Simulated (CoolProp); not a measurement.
The fluid at 293.15 K and 2.53 MPa (gas) is heated at constant pressure to 484.7 K. The same conditions are run with several fluids, on thermodynamics alone (safety and materials aside).

The numbers come from the reference Helmholtz-energy equation of state of each fluid (CF4 (R14): Platzer 1990; carbon dioxide: Span 1996; methane: Setzmann 1991; dry air: Lemmon 2000; nitrous oxide: Lemmon 2006) in CoolProp. The equations of Platzer and Polt are older, rougher fits. Blends and air are pseudo-pure fits.

```tsv
fluid	heat (kJ/kg)	final density (kg/m³)
CF4 (R14)	___	___
carbon dioxide	197	28.2
methane	496	___
dry air	199	18.0
nitrous oxide	___	___
```

Task: What belongs in the gaps?

Result: 
- CF4 (R14), heat (kJ/kg): 161
- CF4 (R14), final density (kg/m³): 55.3
- methane, final density (kg/m³): 10.1
- nitrous oxide, heat (kJ/kg): 203
- nitrous oxide, final density (kg/m³): 28.3
